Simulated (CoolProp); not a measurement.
R245ca at 298.15 K and 0.0592 MPa is throttled through a valve to 0.0388 MPa with no heat exchange. Each further row changes one setting.

Computed with CoolProp (reference Helmholtz-energy equation of state, Zhou 2016).

```
case                        temperature change (K)  final density (kg/m³)
--------------------------  ----------------------  ---------------------
as stated                               (withheld)                   2.13
outlet pressure 0.0116 MPa              (withheld)             (withheld)
outlet pressure 0.0504 MPa                    -0.2             (withheld)
```

**Question.** Some entries are withheld; supply them.

**Answer.** 
- as stated, temperature change (K): -0.6
- outlet pressure 0.0116 MPa, temperature change (K): -1.3
- outlet pressure 0.0116 MPa, final density (kg/m³): 0.633
- outlet pressure 0.0504 MPa, final density (kg/m³): 2.78
